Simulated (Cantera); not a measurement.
A closed system holds: 1 mol SiC, 0.026 mol H2O, 35 mol H2, held at 0.000140 bar.

Equilibrium computed with Cantera from the NASA thermochemical tables; the gas is ideal and each condensed phase is pure. Candidate condensed phases: C, C6H6, C7H8, C8H18, H2O, Si, SiC, SiO2; 123 gas species. Equilibrium is a limit: real reactors are often held back by kinetics, nucleation or transport. All values below are at 1625 K.

Base state: H2 0.993, H 0.00594, CO 0.000464, SiO 0.000276, Si 0.000182 (mole fractions); condensed: SiC(s).

**Question.** What changes in the equilibrium state with this change: pressure from 0.000140 bar to 2.30e-6 bar?

**Answer.** 
| species | before | after |
|---|---|---|
| H2 | 0.993 | 0.953 |
| H | 0.00594 | 0.0454 |
| Si | 0.000182 | 0.000810 |
| C2H2 (acetylene) | 1.89e-7 | 3.39e-5 |
| SiO | 0.000276 | 2.29e-6 |
| CO | 0.000464 | 0.000722 |
| SiC(s), mol | 0.984 | 0.970 |
| C(graphite), mol | 0 | 0.000877 |
